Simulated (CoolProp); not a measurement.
Vapour-liquid equilibrium of R134a (1) + R245fa (2) at 0.803 MPa; x and y are mole fractions of (1).

The numbers come from the multi-fluid Helmholtz-energy mixture model, Tillner-Roth 1994 and Akasaka 2015; pair parameters Akasaka 2014 in CoolProp.

| x | bubble temperature, mixture model (°C) | bubble temperature, Raoult's law (°C) | y, mixture model | y, Raoult's law |
|---|---|---|---|---|
| 0.05 | 76.9 | 76.2 | 0.120 | 0.151 |
| 0.125 | 71.5 | 70.3 | ___ | 0.331 |
| 0.2 | 66.6 | 65.0 | 0.406 | 0.470 |
| 0.275 | 62.0 | 60.3 | 0.514 | 0.579 |
| 0.35 | 57.8 | 56.0 | 0.605 | 0.666 |
| 0.425 | 53.9 | 52.2 | 0.682 | 0.737 |
| 0.5 | 50.3 | 48.7 | 0.747 | 0.794 |
| 0.575 | 46.9 | 45.5 | 0.802 | 0.842 |
| 0.65 | 43.8 | 42.6 | 0.850 | 0.881 |
| 0.725 | 40.8 | 39.9 | ___ | 0.915 |
| 0.8 | 38.1 | 37.4 | 0.926 | 0.943 |
| 0.875 | 35.5 | 35.0 | 0.957 | 0.967 |
| 0.95 | ___ | 32.8 | 0.984 | 0.988 |

**Question.** Some entries are withheld; supply them.

**Answer.** 
- 0.125, y, mixture model: 0.276
- 0.725, y, mixture model: 0.891
- 0.95, bubble temperature, mixture model (°C): 33.0

The largest gap from Raoult's law is +1.8 K in bubble temperature, at x = 0.35. No azeotrope shows between x = 0.05 and 0.95.

Pair parameters are fitted to limited data, so mixtures are less certain than the pure fluids.
